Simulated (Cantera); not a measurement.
What does this Cantera script print?

```python
import numpy as np
import cantera as ct

gas_names = """
    H HNO HNO2 HNO3 HO2 H2 H2O H2O2 N NH NH2 NH3 NH2OH NO NO2 NO3 N2 N2H2 N2H4 N2O O OH O2 O3 Si SiH
    SiH2 SiH3 SiH4 SiN SiO SiO2 Si2 Si2N Si3
""".split()
cond_names = """
    H2O(s) H2O(L) Si(cr) Si(L) SiO2(Lqz) SiO2(hqz) SiO2(L) Si2N2O(s) Si3N4(a)
""".split()


# ... load() reads the species with a 1 bar reference pressure and builds the phases ...
atoms = {
    'Si3N4': {'Si': 3, 'N': 4},
    'H2O': {'H': 2, 'O': 1},
    'H2': {'H': 2},
}
top_T = {'Si2N2O(s)': 2100, 'Si3N4(a)': 2400}  # K; cautious upper limits of use, not melting points


# ... equilibrate(T, P, feed) seeds the gas with the atoms and calls Mixture.equilibrate('TP', solver="vcs", rtol=1e-11, max_steps=5000) ...
results = []
P = 13332.2  # Pa
for T in [1125, 1175, 1225, 1275, 1325, 1375, 1425, 1475, 1525, 1575]:
    for m in [2.5, 3.9, 6, 9.4, 15, 22, 35, 54, 84, 130, 200]:
        feed = {'Si3N4': 1, 'H2O': 0.021, 'H2': m}  # mol
        mix = equilibrate(T, P, feed)
        results.append((T, P, feed, dict(zip(mix.species_names, mix.species_moles))))

for T, P, feed, n in results:
    print(f"{T:7g} {feed['H2']:10.4g}  " + (" + ".join(c for c in cond_names if n.get(c, 0) > 1e-12) or "gas only"))
```

It prints:

```
   1125        2.5  Si2N2O(s) + Si3N4(a)
   1125        3.9  Si2N2O(s) + Si3N4(a)
   1125          6  Si2N2O(s) + Si3N4(a)
   1125        9.4  Si2N2O(s) + Si3N4(a)
   1125         15  Si2N2O(s) + Si3N4(a)
   1125         22  Si2N2O(s) + Si3N4(a)
   1125         35  Si2N2O(s) + Si3N4(a)
   1125         54  Si2N2O(s) + Si3N4(a)
   1125         84  Si2N2O(s) + Si3N4(a)
   1125        130  Si2N2O(s) + Si3N4(a)
   1125        200  Si2N2O(s) + Si3N4(a)
   1175        2.5  Si2N2O(s) + Si3N4(a)
   1175        3.9  Si2N2O(s) + Si3N4(a)
   1175          6  Si2N2O(s) + Si3N4(a)
   1175        9.4  Si2N2O(s) + Si3N4(a)
   1175         15  Si2N2O(s) + Si3N4(a)
   1175         22  Si2N2O(s) + Si3N4(a)
   1175         35  Si2N2O(s) + Si3N4(a)
   1175         54  Si2N2O(s) + Si3N4(a)
   1175         84  Si2N2O(s) + Si3N4(a)
   1175        130  Si2N2O(s) + Si3N4(a)
   1175        200  Si2N2O(s) + Si3N4(a)
   1225        2.5  Si2N2O(s) + Si3N4(a)
   1225        3.9  Si2N2O(s) + Si3N4(a)
   1225          6  Si2N2O(s) + Si3N4(a)
   1225        9.4  Si2N2O(s) + Si3N4(a)
   1225         15  Si2N2O(s) + Si3N4(a)
   1225         22  Si2N2O(s) + Si3N4(a)
   1225         35  Si2N2O(s) + Si3N4(a)
   1225         54  Si2N2O(s) + Si3N4(a)
   1225         84  Si2N2O(s) + Si3N4(a)
   1225        130  Si2N2O(s) + Si3N4(a)
   1225        200  Si2N2O(s) + Si3N4(a)
   1275        2.5  Si2N2O(s) + Si3N4(a)
   1275        3.9  Si2N2O(s) + Si3N4(a)
   1275          6  Si2N2O(s) + Si3N4(a)
   1275        9.4  Si2N2O(s) + Si3N4(a)
   1275         15  Si2N2O(s) + Si3N4(a)
   1275         22  Si2N2O(s) + Si3N4(a)
   1275         35  Si2N2O(s) + Si3N4(a)
   1275         54  Si2N2O(s) + Si3N4(a)
   1275         84  Si2N2O(s) + Si3N4(a)
   1275        130  Si2N2O(s) + Si3N4(a)
   1275        200  Si2N2O(s) + Si3N4(a)
   1325        2.5  Si2N2O(s) + Si3N4(a)
   1325        3.9  Si2N2O(s) + Si3N4(a)
   1325          6  Si2N2O(s) + Si3N4(a)
   1325        9.4  Si2N2O(s) + Si3N4(a)
   1325         15  Si2N2O(s) + Si3N4(a)
   1325         22  Si2N2O(s) + Si3N4(a)
   1325         35  Si2N2O(s) + Si3N4(a)
   1325         54  Si2N2O(s) + Si3N4(a)
   1325         84  Si2N2O(s) + Si3N4(a)
   1325        130  Si2N2O(s) + Si3N4(a)
   1325        200  Si2N2O(s) + Si3N4(a)
   1375        2.5  Si2N2O(s) + Si3N4(a)
   1375        3.9  Si2N2O(s) + Si3N4(a)
   1375          6  Si2N2O(s) + Si3N4(a)
   1375        9.4  Si2N2O(s) + Si3N4(a)
   1375         15  Si2N2O(s) + Si3N4(a)
   1375         22  Si2N2O(s) + Si3N4(a)
   1375         35  Si2N2O(s) + Si3N4(a)
   1375         54  Si2N2O(s) + Si3N4(a)
   1375         84  Si2N2O(s) + Si3N4(a)
   1375        130  Si2N2O(s) + Si3N4(a)
   1375        200  Si2N2O(s) + Si3N4(a)
   1425        2.5  Si2N2O(s) + Si3N4(a)
   1425        3.9  Si2N2O(s) + Si3N4(a)
   1425          6  Si2N2O(s) + Si3N4(a)
   1425        9.4  Si2N2O(s) + Si3N4(a)
   1425         15  Si2N2O(s) + Si3N4(a)
   1425         22  Si2N2O(s) + Si3N4(a)
   1425         35  Si2N2O(s) + Si3N4(a)
   1425         54  Si2N2O(s) + Si3N4(a)
   1425         84  Si2N2O(s) + Si3N4(a)
   1425        130  Si(cr) + Si2N2O(s) + Si3N4(a)
   1425        200  Si(cr) + Si2N2O(s) + Si3N4(a)
   1475        2.5  Si2N2O(s) + Si3N4(a)
   1475        3.9  Si2N2O(s) + Si3N4(a)
   1475          6  Si2N2O(s) + Si3N4(a)
   1475        9.4  Si2N2O(s) + Si3N4(a)
   1475         15  Si2N2O(s) + Si3N4(a)
   1475         22  Si2N2O(s) + Si3N4(a)
   1475         35  Si(cr) + Si2N2O(s) + Si3N4(a)
   1475         54  Si(cr) + Si2N2O(s) + Si3N4(a)
   1475         84  Si(cr) + Si2N2O(s) + Si3N4(a)
   1475        130  Si(cr) + Si2N2O(s) + Si3N4(a)
   1475        200  Si(cr) + Si2N2O(s) + Si3N4(a)
   1525        2.5  Si2N2O(s) + Si3N4(a)
   1525        3.9  Si2N2O(s) + Si3N4(a)
   1525          6  Si2N2O(s) + Si3N4(a)
   1525        9.4  Si2N2O(s) + Si3N4(a)
   1525         15  Si(cr) + Si2N2O(s) + Si3N4(a)
   1525         22  Si(cr) + Si2N2O(s) + Si3N4(a)
   1525         35  Si(cr) + Si2N2O(s) + Si3N4(a)
   1525         54  Si(cr) + Si2N2O(s) + Si3N4(a)
   1525         84  Si(cr) + Si2N2O(s) + Si3N4(a)
   1525        130  Si(cr) + Si2N2O(s) + Si3N4(a)
   1525        200  Si(cr) + Si2N2O(s) + Si3N4(a)
   1575        2.5  Si2N2O(s) + Si3N4(a)
   1575        3.9  Si2N2O(s) + Si3N4(a)
   1575          6  Si(cr) + Si2N2O(s) + Si3N4(a)
   1575        9.4  Si(cr) + Si2N2O(s) + Si3N4(a)
   1575         15  Si(cr) + Si2N2O(s) + Si3N4(a)
   1575         22  Si(cr) + Si2N2O(s) + Si3N4(a)
   1575         35  Si(cr) + Si2N2O(s) + Si3N4(a)
   1575         54  Si(cr) + Si2N2O(s) + Si3N4(a)
   1575         84  Si(cr) + Si2N2O(s) + Si3N4(a)
   1575        130  Si(cr) + Si2N2O(s) + Si3N4(a)
   1575        200  Si(cr) + Si2N2O(s) + Si3N4(a)
```

Method: chemical equilibrium by Gibbs-energy minimisation in Cantera with the NASA 1993 tables (ideal gas, pure condensed phases). Mutual solubility and eutectic melting of coexisting phases are not modelled.
